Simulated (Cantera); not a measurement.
A Cantera script and what it prints.

```python
import numpy as np
import cantera as ct

gas_names = [...]  # 123 gases of nasa_gas.yaml made of C, H, O, Si
cond_names = """
    C(gr) C6H6(L) C7H8(L) C8H18(L),n-octa H2O(s) H2O(L) Si(cr) Si(L) SiC(b) SiO2(Lqz) SiO2(hqz) SiO2(L)
""".split()


# ... load() reads the species with a 1 bar reference pressure and builds the phases ...
atoms = {
    'SiO2': {'Si': 1, 'O': 2},
    'CH4': {'C': 1, 'H': 4},
    'H2': {'H': 2},
}
top_T = {'C(gr)': 4500, 'SiC(b)': 3050}  # K; cautious upper limits of use, not melting points


# ... equilibrate(T, P, feed) seeds the gas with the atoms and calls Mixture.equilibrate('TP', solver="vcs", rtol=1e-11, max_steps=5000) ...
results = []
feed = {'SiO2': 1, 'CH4': 1.8, 'H2': 0.64}  # mol
T = 2298.15  # K
P = 15  # Pa
mix = equilibrate(T, P, feed)
results.append((T, P, feed, dict(zip(mix.species_names, mix.species_moles))))
print(gas.report(threshold=1e-05))
for i in range(1, mix.n_phases):
    print(f"{mix.phase(i).name:16s} {mix.phase_moles(i):12.5e} mol")
```

Output:

```
       temperature   2298.2 K
          pressure   15 Pa
           density   8.0038e-06 kg/m^3
  mean mol. weight   10.196 kg/kmol
   phase of matter   gas

                          1 kg             1 kmol
                     ---------------   ---------------
          enthalpy        1.5577e+07        1.5882e+08  J
   internal energy        1.3703e+07        1.3971e+08  J
           entropy             27552        2.8092e+05  J/K
    Gibbs function       -4.7743e+07       -4.8677e+08  J
 heat capacity c_p            2792.1             28467  J/K
 heat capacity c_v            1976.6             20153  J/K

                      mass frac. Y      mole frac. X     chem. pot. / RT
                     ---------------   ---------------   ---------------
                CO           0.55859           0.20333           -44.368
                 H          0.040505            0.4097           -15.016
                H2          0.054186           0.27404           -30.032
                Si           0.24809          0.090064           -10.875
               SiH         0.0006072         0.0002128            -25.89
               SiO          0.097777          0.022614           -48.019
               Si2        0.00014069        2.5538e-05           -21.749
              Si2C        7.8915e-05        1.1801e-05           -28.973
     [ +115 minor]        2.4424e-05        6.4199e-06

C(gr)             0.00000e+00 mol
Si(L)             0.00000e+00 mol
SiC(b)            0.00000e+00 mol
SiO2(L)           0.00000e+00 mol
```

These are equilibrium values from Cantera (NASA tables, ideal gas, pure condensed phases), not measurements of a reactor.
